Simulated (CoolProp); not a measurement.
Model: reference Helmholtz-energy equation of state, Thol 2015, in CoolProp.

For 1,2-dichloroethane, give the phase and the density (kg/m³), cp (kJ/(kg K)), speed of sound (m/s), expansivity (1/kK) at 119.35 °C and 1800 kPa; 119.35 °C and 1960 kPa; 119.35 °C and 2120 kPa.


- 119.35 °C and 1800 kPa: liquid; density 1100, cp 1.41, speed of sound 840, expansivity 1.58
- 119.35 °C and 1960 kPa: liquid; density 1100, cp 1.41, speed of sound 842, expansivity 1.57
- 119.35 °C and 2120 kPa: liquid; density 1100, cp 1.41, speed of sound 843, expansivity 1.57
